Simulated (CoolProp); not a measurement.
CH3F (R41) along the isotherm 323.4 K: fugacity coefficient from the reference equation and from simpler models built on Tc = 317.3 K, pc = 5.906 MPa, ω = 0.200; each cubic takes its own stable root.

Model: reference Helmholtz-energy equation of state, Lemmon 2006, in CoolProp. It is a short technical equation, of lower accuracy than the large ones.

| p (MPa) | phase | reference |
|---|---|---|
| 0.0467 | gas | 0.9971 |
| 0.0885 | gas | 0.9945 |
| 0.168 | gas | 0.9895 |
| 0.318 | gas | 0.9802 |
| 0.603 | gas | 0.9626 |
| 1.14 | gas | 0.9299 |
| 2.17 | gas | 0.8687 |
| 4.11 | gas | 0.7577 |
| 7.79 | supercritical | 0.5414 |
| 14.8 | supercritical | 0.3365 |

### Question
How far does each simpler model (van der Waals, Soave-Redlich-Kwong, Peng-Robinson) lie from the reference over these 10 states: mean and median of the absolute difference, and the worst?

### Answer
- van der Waals: mean 4.6 %, median 1.3 %, worst +22.1 % at 323.4 K and 14.8 MPa
- Soave-Redlich-Kwong: mean 2.9 %, median 0.7 %, worst +13.7 % at 323.4 K and 14.8 MPa
- Peng-Robinson: mean 1.2 %, median 0.2 %, worst +6.8 % at 323.4 K and 14.8 MPa
